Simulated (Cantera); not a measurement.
Ignition delay

Mixture: 38.7 % H₂, 12.9 % O₂, 48.4 % N₂, equivalence ratio 1.5, at 0.580 bar, adiabatic and at constant pressure. Ignition delay is the time to a rise of 400 K.

Computed with Cantera and GRI-Mech 3.0 (53 species, 325 reactions). Where the delays flatten at high temperature, the 400 K rule measures the pace of heat release, not the induction time.

```csv
T0 (K),delay (ms)
1300,0.0571
1350,0.0493
1400,0.0439
1450,0.0402
1500,0.0379
1550,0.0365
```
